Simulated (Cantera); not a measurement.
Input (Python, Cantera) and output of one run.

```python
import numpy as np
import cantera as ct

gas_names = [...]  # 114 gases of nasa_gas.yaml made of C, Fe, H, O
cond_names = """
    C(gr) C6H6(L) C7H8(L) C8H18(L),n-octa Fe(a) Fe(c) Fe(d) Fe(L) FeC5O5(L) FeO(s) FeO(L) Fe(OH)2(s)
    Fe(OH)3(s) Fe2O3(s) Fe3O4(s) H2O(s) H2O(L)
""".split()


# ... load() reads the species with a 1 bar reference pressure and builds the phases ...
atoms = {
    'Fe2O3': {'Fe': 2, 'O': 3},
    'CH4': {'C': 1, 'H': 4},
    'H2': {'H': 2},
}
top_T = {'C(gr)': 4500, 'Fe2O3(s)': 1830, 'Fe3O4(s)': 1870}  # K; cautious upper limits of use, not melting points


# ... equilibrate(T, P, feed) seeds the gas with the atoms and calls Mixture.equilibrate('TP', solver="vcs", rtol=1e-11, max_steps=5000) ...
results = []
feed = {'Fe2O3': 1, 'CH4': 3.9, 'H2': 4.7}  # mol
P = 5300  # Pa
for T in [1423, 1473, 1523, 1573, 1623, 1673, 1723, 1773, 1823, 1873, 1923, 1973, 2023, 2073]:
    mix = equilibrate(T, P, feed)
    results.append((T, P, feed, dict(zip(mix.species_names, mix.species_moles))))

top = {s: max(r[3][s] / sum(r[3][g] for g in gas_names) for r in results) for s in gas_names}
cols = sorted((s for s in top if top[s] > 1e-05), key=lambda s: -top[s])[:5]
seen = [c for c in cond_names if any(r[3].get(c, 0) > 1e-12 for r in results)]
print("log10 of partial pressures in bar; condensed amounts in mol")
print(f"{'T/K':>10s}" + "".join(f"{s[:9]:>10s}" for s in cols + seen))
for T, P, feed, n in results:
    ng = sum(n[g] for g in gas_names)
    print(f"{T:10.4g}" + "".join(f"{np.log10(max(n[s] / ng * P / 1e5, 1e-99)):10.3f}" for s in cols)
          + "".join(f"{n.get(c, 0):10.4g}" for c in seen))
```

Result:

```
log10 of partial pressures in bar; condensed amounts in mol
       T/K        H2        CO        Fe         H C2H2,acet     C(gr)     Fe(c)     Fe(d)     Fe(L)
      1423    -1.369    -1.989    -7.574    -5.862    -6.834    0.8983         2         0         0
      1473    -1.369    -1.989    -7.078    -5.582    -6.556    0.8986         2         0         0
      1523    -1.369    -1.989    -6.615    -5.321    -6.297    0.8987         2         0         0
      1573    -1.369    -1.989    -6.182    -5.075    -6.054    0.8986         2         0         0
      1623    -1.369    -1.989    -5.777    -4.845    -5.827    0.8984         2         0         0
      1673    -1.369    -1.989    -5.397    -4.628    -5.614     0.898         0     1.999         0
      1723    -1.370    -1.989    -5.040    -4.424    -5.413    0.8972         0     1.997         0
      1773    -1.370    -1.989    -4.704    -4.231    -5.224    0.8961         0     1.994         0
      1823    -1.370    -1.990    -4.390    -4.048    -5.045    0.8944         0         0     1.988
      1873    -1.371    -1.990    -4.102    -3.876    -4.877    0.8919         0         0     1.977
      1923    -1.372    -1.991    -3.830    -3.712    -4.718    0.8885         0         0     1.956
      1973    -1.374    -1.992    -3.572    -3.557    -4.568    0.8838         0         0     1.921
      2023    -1.377    -1.994    -3.327    -3.410    -4.426    0.8775         0         0     1.861
      2073    -1.381    -1.998    -3.095    -3.271    -4.293    0.8693         0         0      1.76
```

Equilibrium computed with Cantera from the NASA thermochemical tables; the gas is ideal and each condensed phase is pure. Iron dissolves carbon and melts from about 1420 K in contact with it, which pure phases cannot show. Condensed phases not in the tables: cementite and carbon dissolved in iron.
